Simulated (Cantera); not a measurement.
# Equilibrium for silicon nitride deposition: SiH2Cl2 + NH3 + H2

Feed: 1 mol SiH2Cl2, 0.19 mol NH3, 10 mol H2, at 0.0615 Torr.

Method: chemical equilibrium by Gibbs-energy minimisation in Cantera with the NASA 1993 tables (ideal gas, pure condensed phases). Candidate condensed phases: NH4Cl, Si, Si3N4; 28 gas species. Mutual solubility and eutectic melting of coexisting phases are not modelled. The tables' values for SiCl3, SiCl are old estimates; treat these amounts as uncertain. Rates play no part.

From 925 °C to 1025 °C the condensed part is Si(s) + Si3N4(s). From 1050 °C to 1175 °C the condensed part is Si(s). The main Si-bearing gas is SiCl2 throughout. The share of Si in condensed phases is highest at 925 °C (63.7 %) and lowest at 1175 °C (59.3 %).

| T (°C) | x H2 | x HCl | x SiCl2 | x N2 | x H | n Si(s) | n Si3N4(s) |
|---|---|---|---|---|---|---|---|
| 925 | 0.868 | 0.102 | 0.0285 | 0.000327 | 1.96e-5 | 0.501 | 0.0455 |
| 950 | 0.867 | 0.102 | 0.0291 | 0.000700 | 3.09e-5 | 0.502 | 0.0432 |
| 975 | 0.867 | 0.101 | 0.0297 | 0.00145 | 4.80e-5 | 0.511 | 0.0386 |
| 1000 | 0.866 | 0.101 | 0.0302 | 0.00293 | 7.33e-5 | 0.534 | 0.0294 |
| 1025 | 0.864 | 0.0996 | 0.0306 | 0.00576 | 0.000110 | 0.582 | 0.0119 |
| 1050 | 0.862 | 0.0988 | 0.0309 | 0.00767 | 0.000163 | 0.613 | 0 |
| 1075 | 0.862 | 0.0981 | 0.0313 | 0.00767 | 0.000237 | 0.609 | 0 |
| 1100 | 0.863 | 0.0975 | 0.0317 | 0.00767 | 0.000342 | 0.605 | 0 |
| 1125 | 0.863 | 0.0969 | 0.0320 | 0.00767 | 0.000485 | 0.601 | 0 |
| 1150 | 0.863 | 0.0963 | 0.0324 | 0.00767 | 0.000681 | 0.597 | 0 |
| 1175 | 0.863 | 0.0957 | 0.0327 | 0.00767 | 0.000945 | 0.593 | 0 |
x: gas mole fraction; n: condensed amount in mol.
